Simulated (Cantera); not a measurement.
An isothermal, constant-pressure homogeneous reactor starts with H2 : O2 : N2 = 1.2 : 1 : 16 (molar parts), equivalence ratio 0.60, at 1173 K and 150 Torr.

Computed with Cantera and GRI-Mech 3.0 (53 species, 325 reactions). The temperature is held fixed by assumption; the heat of reaction is taken as removed at once.

One state of this run: x H2 = 0.00798; x O2 = 0.0290; x HO2 = 3.71e-6; x NO = 1.41e-6; x NO2 = 4.19e-11. x: mole fraction; the columns are a selection and need not sum to one.

Problem. Which value of t (s) does it belong to?
(A) 0.00100
(B) 0.000178
(C) 5.62e-6
(D) 1.00e-6

Solution. A, 0.00100
